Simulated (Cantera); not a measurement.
# Silicon etching in halogen gases: Si + HF + N2

Input: 1 mol Si, a varied amount of HF, 20 mol N2, equilibrated at 950 °C and 8.10e-5 bar.

Equilibrium computed with Cantera from the NASA thermochemical tables; the gas is ideal and each condensed phase is pure. Candidate condensed phases: Si, Si3N4; 37 gas species. N2 is the only nitrogen source here; it is nearly inert below about 1500 K, so the nitride shown seldom forms there in practice. The tables' values for SiF3, SiF2 are old estimates; treat these amounts as uncertain. Kinetics and transport are ignored.

| n(HF) (mol) | x N2 | x HF | x H2 | x SiF4 | x SiF3 | x SiF2 | x SiHF3 | x H | n Si3N4(s) |
|---|---|---|---|---|---|---|---|---|---|
| 2 | 0.928 | 0.00105 | 0.0467 | 0.0220 | 0.00172 | 0.000139 | 4.15e-5 | 7.22e-6 | 0.165 |
| 2.5 | 0.913 | 0.00122 | 0.0571 | 0.0269 | 0.00201 | 0.000154 | 5.36e-5 | 7.98e-6 | 0.123 |
| 3 | 0.897 | 0.00137 | 0.0671 | 0.0317 | 0.00228 | 0.000169 | 6.59e-5 | 8.66e-6 | 0.0809 |
| 3.6 | 0.880 | 0.00154 | 0.0786 | 0.0372 | 0.00258 | 0.000184 | 8.07e-5 | 9.37e-6 | 0.0305 |
| 4.3 | 0.858 | 0.0132 | 0.0856 | 0.0425 | 0.000357 | 3.09e-6 | 1.17e-5 | 9.78e-6 | 0 |
| 5.2 | 0.826 | 0.0497 | 0.0826 | 0.0412 | 9.05e-5 | 2.05e-7 | 2.91e-6 | 9.60e-6 | 0 |
| 6.3 | 0.790 | 0.0910 | 0.0790 | 0.0395 | 4.63e-5 | 5.61e-8 | 1.45e-6 | 9.39e-6 | 0 |
| 7.6 | 0.752 | 0.135 | 0.0752 | 0.0376 | 2.89e-5 | 2.29e-8 | 8.85e-7 | 9.16e-6 | 0 |
| 9.2 | 0.709 | 0.184 | 0.0709 | 0.0354 | 1.94e-5 | 1.10e-8 | 5.78e-7 | 8.90e-6 | 0 |
| 11 | 0.667 | 0.233 | 0.0667 | 0.0333 | 1.40e-5 | 6.06e-9 | 4.04e-7 | 8.63e-6 | 0 |
| 13 | 0.625 | 0.281 | 0.0625 | 0.0312 | 1.05e-5 | 3.67e-9 | 2.94e-7 | 8.35e-6 | 0 |
| 16 | 0.571 | 0.343 | 0.0571 | 0.0286 | 7.56e-6 | 2.06e-9 | 2.02e-7 | 7.99e-6 | 0 |
| 19 | 0.526 | 0.395 | 0.0526 | 0.0263 | 5.80e-6 | 1.32e-9 | 1.49e-7 | 7.66e-6 | 0 |
x: gas mole fraction; n: condensed amount in mol.

From 2 mol HF to 3.6 mol HF the condensed part is Si3N4(s). From 4.3 mol HF to 19 mol HF nothing is condensed. The main Si-bearing gas is SiF4 throughout.
